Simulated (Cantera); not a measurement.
Charge: 1 mol Si, 3.1 mol HCl, 0.66 mol H₂, held at 260000 Pa.

These are equilibrium values from Cantera (NASA tables, ideal gas, pure condensed phases), not measurements of a reactor. Candidate condensed phases: Si; 19 gas species. Kinetics and transport are ignored. All values below are at 402 °C.

Base state: H₂ 0.702, SiCl₄ 0.182, SiHCl₃ 0.111, SiH₂Cl₂ 0.00424, HCl 0.000150, SiH₃Cl 3.38e-5 (mole fractions); condensed: Si(s).

Q: What changes in the equilibrium state with this change: Si replaced by SiCl₄?

A: 
```tsv
species	before	after
HCl	0.000150	0.651
SiCl₄	0.182	0.210
H₂	0.702	0.139
SiHCl₃	0.111	5.87e-6
SiH₂Cl₂	0.00424	<1e-9
SiH₃Cl	3.38e-5	<1e-9
Si(s), mol	0.138	0
```

Q: What changes in the equilibrium state with this change: H₂ from 0.66 to 12 mol?

A: 
```json
[
 {"species": "H₂", "before": "0.702", "after": "0.936"},
 {"species": "SiHCl₃", "before": "0.111", "after": "0.0325"},
 {"species": "SiCl₄", "before": "0.182", "after": "0.0290"},
 {"species": "SiH₂Cl₂", "before": "0.00424", "after": "0.00226"},
 {"species": "HCl", "before": "0.000150", "after": "0.000110"},
 {"species": "SiH₃Cl", "before": "3.38e-5", "after": "3.29e-5"},
 {"species": "Si(s), mol", "before": "0.138", "after": "0.0936"}
]
```
